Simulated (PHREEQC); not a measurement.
A made-up water analysis in mg/kgw, 15 °C, pH 3.47, pe 10:

```csv
constituent,mg/kgw
Na,205
K,82.4
Ca,319
Mg,17.9
Cl,35.8
S(6) as SO4,2660
Zn,55.2
Fe(3),5.31
```

Valence states are taken as typed.

The numbers come from PHREEQC with the ion-association model, phreeqc.dat.

No solid was allowed to form.

Question: Predict the ionic strength, charge-balance error, density.

Answer: ionic strength 0.0626 mol/kgw; charge-balance error -36.6 %; density 1.002 g/cm³.

Question: In which forms is Mg present?

Answer: Mg+2 55 %, MgSO4 45 % of the Mg.

Saturation is exceeded, for instance for Jarosite-K, Hematite (slow to form); the values hold only as long as no solid forms.
